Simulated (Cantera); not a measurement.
Input: 1 mol FeS2, 0.96 mol SO2, 0.31 mol CO2, equilibrated at 1 atm.

These are equilibrium values from Cantera (NASA tables, ideal gas, pure condensed phases), not measurements of a reactor. Candidate condensed phases: C, Fe, Fe(CO)5, FeO, FeS, FeSO4, FeS2, Fe2O3, Fe2(SO4)3, Fe3O4, S; 25 gas species. FeS: taken at fixed stoichiometry. Gases not in the tables: S3 to S7. The numbers say what is thermodynamically allowed, not how fast it happens.

Question: Which condensed phases are stable at each of these points (T (°C)): 602, 677, 752, 827, 902, 977, 1052, 1127, 1202, 1277, 1352, 1427, 1502?

Answer: 
```
T (°C)    condensed phases  Fe condensed (%)
------  ------------------  ----------------
602     FeS2(s) + Fe3O4(s)             100.0
677       FeS(s) + FeS2(s)             100.0
752                 FeS(s)             100.0
827                 FeS(s)             100.0
902                 FeS(s)             100.0
977                 FeS(s)             100.0
1052                FeS(s)             100.0
1127                FeS(s)             100.0
1202                FeS(l)             100.0
1277                FeS(l)             100.0
1352                FeS(l)             100.0
1427                FeS(l)             100.0
1502                FeS(l)             100.0
```

At 602 °C the condensed part is FeS2(s) + Fe3O4(s). At 677 °C the condensed part is FeS(s) + FeS2(s). From 752 °C to 1127 °C the condensed part is FeS(s). From 1202 °C to 1502 °C the condensed part is FeS(l).
